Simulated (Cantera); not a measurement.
An adiabatic, constant-volume homogeneous reactor starts with CH₄ : O₂ : N₂ = 1 : 1.05 : 3.96 (molar parts), at 1100 K and 5.00 bar. Integrator tolerance rtol = 1e-08.

Detailed kinetics in Cantera: GRI-Mech 3.0 (53 species, 325 reactions).

Question: What does this change do: initial temperature 1100 to 1225 K?

Answer: 
```tsv
quantity	before	after
time of steepest temperature rise	53.2 ms	9.69 ms
temperature at 6.00 s	2577 K	2672 K
equilibrium temperature	2577 K	2672 K
x(CH₄) at 6.00 s	1.23e-9 (gas-phase equilibrium 1.38e-9)	7.38e-10 (gas-phase equilibrium 8.29e-10)
x(O₂) at 6.00 s	4.86e-6 (gas-phase equilibrium 4.86e-6)	1.22e-5 (gas-phase equilibrium 1.22e-5)
x(CH₂) at 6.00 s	2.26e-11 (gas-phase equilibrium 2.50e-11)	3.16e-11 (gas-phase equilibrium 3.48e-11)
x(H₂) at 6.00 s	0.146 (gas-phase equilibrium 0.146)	0.145 (gas-phase equilibrium 0.145)
x(NO) at 6.00 s	0.000107 (gas-phase equilibrium 0.000107)	0.000198 (gas-phase equilibrium 0.000198)
```
